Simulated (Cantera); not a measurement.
Input: 1 mol Si, 0.48 mol H₂O, 100 mol H₂, at 9.40 Pa.

Equilibrium computed with Cantera from the NASA thermochemical tables; the gas is ideal and each condensed phase is pure. Candidate condensed phases: H₂O, Si, SiO₂; 18 gas species. Mutual solubility and eutectic melting of coexisting phases are not modelled. The tables hold silica as quartz up to 1696 K and as liquid above; real silica turns to tridymite and cristobalite and melts near 1996 K. Rates play no part.

x: gas mole fraction; n: condensed amount in mol.

```tsv
T (°C)	x H₂	x SiO	x H	x Si	x SiH₂	n Si(s)	n SiO₂(β-quartz)
702	1.000	1.90e-6	1.18e-7	<1e-12	4.45e-11	0.760	0.240
752	1.000	1.53e-5	4.49e-7	7.01e-12	1.90e-10	0.759	0.239
802	1.000	[?]	[?]	[?]	[?]	0.755	0.235
852	0.999	0.000568	4.58e-6	7.45e-10	2.37e-9	0.731	0.211
902	0.997	0.00273	1.26e-5	5.69e-9	7.08e-9	0.622	0.102
952	0.995	0.00475	[?]	[?]	[?]	0.520	0
1002	0.995	0.00475	7.58e-5	2.05e-7	4.91e-8	0.520	0
1052	0.995	0.00475	0.000168	1.00e-6	1.16e-7	0.520	0
1102	0.995	0.00475	0.000353	4.37e-6	2.57e-7	0.520	0
```

Problem. Fill in the missing entries.

Solution. 
- 802, x SiO: 0.000102
- 802, x H: 1.51e-6
- 802, x Si: 8.07e-11
- 802, x SiH₂: 7.12e-10
- 952, x H: 3.21e-5
- 952, x Si: 3.68e-8
- 952, x SiH₂: 1.94e-8
